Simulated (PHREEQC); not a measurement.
PHREEQC input (Pitzer model, pitzer.dat):

```
SOLUTION 1
  temp 20
  units mol/kgw
  pH 7 charge
  Cl 0.43
  Mg 0.15
  Na 0.13
END
USE solution 1
INCREMENTAL_REACTIONS false
REACTION 1
  H2O -1
  0 9.886 18.011 24.689 30.178 34.689 38.397 41.444
  43.949 46.007 47.699 49.089 50.232 51.172 51.944 52.578
  53.1 53.528 53.88 54.17 54.408 moles
EQUILIBRIUM_PHASES 1
  Bischofite 0 0
  Brucite 0 0
  Halite 0 0
  MgCl2_4H2O 0 0
SELECTED_OUTPUT 1
  -reset false
  -pH true
  -pe true
  -ionic_strength true
  -water true
  -activities H2O
  -totals Cl Mg Na
  -molalities H+ Na+ Mg+2 Cl- OH- MgOH+
  -equilibrium_phases Bischofite Brucite Halite MgCl2_4H2O
PRINT
  -reset false
END
```

Selected output (columns that matter, 10 of 21 rows; water left (kg) added in front):

```
water left (kg)	pH	mu	Cl	Mg	Na	m_H+	m_Na+	m_Mg+2	m_Cl-	m_OH-	la_H2O	Bischofite	Halite
1	6.6591	0.58	0.43	0.15	0.13	2.644e-07	0.13	0.15	0.43	6.779e-08	-0.0049756	0	0
0.675514	6.5782	0.85861	0.63655	0.22205	0.19245	2.9831e-07	0.19245	0.22205	0.63655	6.5431e-08	-0.007498	0	0
0.456313	6.4704	1.2711	0.94234	0.32872	0.28489	3.4105e-07	0.28489	0.32872	0.94234	6.1033e-08	-0.011457	0	0
0.253345	6.219	2.2894	1.6973	0.59208	0.51313	4.3939e-07	0.51313	0.59208	1.6973	4.7806e-08	-0.022593	0	0
0.171138	5.9481	3.3891	2.5126	0.87649	0.75962	5.5579e-07	0.75962	0.87649	2.5126	3.3963e-08	-0.037164	0	0
0.115613	5.5409	5.0168	3.7193	1.2974	1.1244	7.6679e-07	1.1244	1.2974	3.7193	1.8816e-08	-0.064215	0	0
0.0780853	4.9332	7.4278	5.5068	1.921	1.6648	1.1867e-06	1.6648	1.921	5.5068	7.1545e-09	-0.11736	0	0
0.0433504	4.0094	11.268	7.8075	3.4602	0.88711	2.1142e-06	0.88711	3.4602	7.8075	2.5013e-09	-0.22342	0	0.091543
0.0292979	3.0281	15.517	10.397	5.1198	0.15715	3.2654e-06	0.15715	5.1198	10.397	7.2538e-10	-0.39762	0	0.1254
0.00946693	2.6079	17.359	11.598	5.7614	0.074726	3.7979e-06	0.074726	5.7614	11.598	3.8549e-10	-0.49469	0.095457	0.12929
```
